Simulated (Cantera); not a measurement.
A freely propagating, adiabatic, planar premixed flame of CO : H₂ : O₂ : N₂ = 1 : 0.057 : 0.378 : 1.25 (molar parts), unburnt at 700 K and 101000 Pa; mixture-averaged transport, grid criteria slope 0.08 and curve 0.16, no radiation.

Model: GRI-Mech 3.0 (53 species, 325 reactions), integrated in Cantera. Burning velocities carry a grid error of a few per cent, more on coarse grids.

### Question
Predict: laminar burning velocity; thermal thickness; peak x(O); peak x(H); peak x(HO₂).

### Answer
```json
{
 "laminar_burning_velocity": "262 cm/s",
 "thermal_thickness": "0.919 mm",
 "peak x(O)": "0.0266",
 "peak x(H)": "0.0176",
 "peak x(HO₂)": "0.000179"
}
```
